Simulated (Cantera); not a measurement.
# SiH₂Cl₂ + N₂ + Cl₂ (silicon epitaxy and polysilicon growth)

A closed system holds: 1 mol SiH₂Cl₂, 9.3 mol N₂, 0.094 mol Cl₂, at 18.0 mbar.

These are equilibrium values from Cantera (NASA tables, ideal gas, pure condensed phases), not measurements of a reactor. Candidate condensed phases: NH₄Cl, Si, Si₃N₄; 28 gas species. N₂ is the only nitrogen source here; it is nearly inert below about 1500 K, so the nitride shown seldom forms there in practice. The tables' values for SiCl₃, SiCl are old estimates; treat these amounts as uncertain. The numbers say what is thermodynamically allowed, not how fast it happens.

```tsv
T (K)	x N₂	x HCl	x SiCl₂	x H₂	x SiCl₄	x SiCl₃	x Cl	x H	n Si₃N₄(s)
975	0.824	0.122	3.65e-7	0.0327	0.0207	1.64e-5	5.42e-9	1.54e-9	0.260
1075	0.823	0.127	8.97e-6	0.0302	0.0194	0.000105	7.23e-8	1.90e-8	0.264
1175	0.822	0.131	0.000125	0.0284	0.0181	0.000482	6.19e-7	1.54e-7	0.266
1275	0.821	0.133	0.00111	0.0272	0.0162	0.00166	3.75e-6	9.07e-7	0.265
1375	0.819	0.131	0.00644	0.0277	0.0119	0.00408	1.66e-5	4.25e-6	0.253
1475	0.816	0.119	0.0218	0.0322	0.00511	0.00573	5.22e-5	1.73e-5	0.214
1575	0.814	0.0968	0.0421	0.0421	0.00109	0.00419	0.000116	6.36e-5	0.159
1675	0.814	0.0715	0.0584	0.0537	0.000173	0.00221	0.000208	0.000201	0.107
```
x: gas mole fraction; n: condensed amount in mol.

From 975 K to 1675 K the condensed part is Si₃N₄(s). The main Si-bearing gas is SiCl₄ at 975 K and SiCl₂ at 1675 K. The share of Si in condensed phases is highest at 1175 K (79.9 %) and lowest at 1675 K (32.0 %).
